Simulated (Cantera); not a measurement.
Gas-phase reforming

An isothermal, constant-pressure homogeneous reactor starts with 76.9 % CH₄, 23.1 % H₂O, at 1448 K and 35000 Pa.

Model: GRI-Mech 3.0 (53 species, 325 reactions), integrated in Cantera. GRI-Mech 3.0 stops at C3 and has no aromatics, soot or wall deposition, so with more carbon than oxygen in the feed, carbon stays in small species such as C2H2 where larger ones or solid carbon would form.

| t (s) | x CH₄ | x H₂O | x CO | x O | x C₂H₄ |
|---|---|---|---|---|---|
| 6.00e-6 | 0.769 | 0.231 | <1e-12 | <1e-12 | <1e-12 |
| 1.90e-5 | 0.769 | 0.231 | <1e-12 | <1e-12 | 4.54e-11 |
| 6.00e-5 | 0.769 | 0.231 | <1e-12 | <1e-12 | 1.82e-9 |
| 0.000190 | 0.769 | 0.231 | <1e-12 | <1e-12 | 6.00e-8 |
| 0.000600 | 0.769 | 0.231 | 4.09e-11 | <1e-12 | 1.53e-6 |
| 0.00190 | 0.769 | 0.231 | 2.77e-9 | <1e-12 | 1.75e-5 |
| 0.00600 | 0.768 | 0.231 | 6.80e-8 | <1e-12 | 0.000123 |
| 0.0190 | 0.764 | 0.230 | 1.20e-6 | 1.04e-12 | 0.000920 |
| 0.0600 | 0.746 | 0.229 | 1.18e-5 | 1.39e-12 | 0.00471 |
| 0.190 | 0.688 | 0.221 | 6.44e-5 | 1.01e-12 | 0.00793 |
| 0.600 | 0.561 | 0.204 | 0.000373 | <1e-12 | 0.00624 |
| 1.90 | 0.368 | 0.177 | 0.00189 | <1e-12 | 0.00795 |
| 6.00 | 0.177 | 0.145 | 0.00819 | <1e-12 | 0.0133 |
| 19.0 | 0.103 | 0.106 | 0.0311 | <1e-12 | 0.0152 |
| 60.0 | 0.0974 | 0.0546 | 0.0747 | <1e-12 | 0.0133 |
x: mole fraction; the columns are a selection and need not sum to one.

Equilibrium at this temperature and pressure: CH₄ 0.0902, H₂O 4.47e-7, CO 0.127, O <1e-12, C₂H₄ 0.0106 (gas phase only).
